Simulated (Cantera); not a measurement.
Equilibrium for silicon oxide and oxynitride deposition: HMDSO + N₂O + N₂ + CO₂

Feed: 1 mol HMDSO, 0.5 mol N₂O, 53 mol N₂, 0.19 mol CO₂, held at 39.0 Torr.

These are equilibrium values from Cantera (NASA tables, ideal gas, pure condensed phases), not measurements of a reactor. Candidate condensed phases: C, C₆H₆, C₇H₈, C₈H₁₈, H₂O, Si, SiC, SiO₂, Si₂N₂O, Si₃N₄; 151 gas species. The feed counts by its element totals alone. The tables' values for SiN are old estimates; treat these amounts as uncertain. Rates play no part.

```csv
T (K),x N₂,x H₂,x CO,x HCN,x H,x HNC,x SiO,n C(graphite),n SiC(s)
1623,0.831,0.139,0.0291,0.000801,0.000113,1.96e-5,9.17e-5,2.27,1.99
1673,0.830,0.139,0.0291,0.00107,0.000186,2.99e-5,0.000109,2.25,1.99
1723,0.830,0.139,0.0291,0.00141,0.000298,4.46e-5,0.000128,2.23,1.99
1773,0.830,0.139,0.0290,0.00182,0.000464,6.50e-5,0.000149,2.21,1.99
1823,0.830,0.138,0.0290,0.00232,0.000706,9.27e-5,0.000172,2.17,1.99
1873,0.829,0.138,0.0290,0.00292,0.00105,0.000130,0.000197,2.13,1.99
1923,0.828,0.137,0.0290,0.00362,0.00153,0.000178,0.000224,2.09,1.98
1973,0.828,0.136,0.0289,0.00444,0.00218,0.000240,0.000253,2.03,1.98
2023,0.827,0.135,0.0289,0.00539,0.00306,0.000319,0.000283,1.97,1.98
2073,0.826,0.134,0.0288,0.00646,0.00422,0.000417,0.000316,1.89,1.97
2123,0.824,0.132,0.0288,0.00768,0.00572,0.000538,0.000350,1.81,1.95
```
x: gas mole fraction; n: condensed amount in mol.

From 1623 K to 2123 K the condensed part is C(graphite) + SiC(s). The main Si-bearing gas is SiO throughout. The share of Si in condensed phases is highest at 1623 K (99.7 %) and lowest at 2123 K (97.7 %).
